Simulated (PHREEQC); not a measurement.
Consider water at 25 °C with 0.046 mol/kgw NaHS and 0.013 mol/kgw NaCl. Closed to the air; pH follows from the charge balance.

The numbers come from PHREEQC with the ion-association model, phreeqc.dat.

Each row changes one thing in this solution. No solid was allowed to form.

| case | pH | ionic strength (mol/kgw) |
|---|---|---|
| as made | 9.57 | 0.0590 |
| temperature from 25 to 90 °C | 8.55 | 0.0592 |
| temperature from 25 to 30 °C | 9.46 | 0.0590 |
| NaCl from 0.013 to 0.13 mol/kgw | 9.51 | 0.176 |
| diluted 5-fold with water | 9.37 | 0.0118 |
| NaCl left out | 9.59 | 0.0460 |
| NaHS from 0.046 to 0.0506 mol/kgw | 9.58 | 0.0636 |
| NaHS replaced by NaH2PO4 at the same molality | 4.54 | 0.0592 |

Away from 25 °C the constants follow the database's enthalpies or fits; those with neither stay at their 25 °C values.
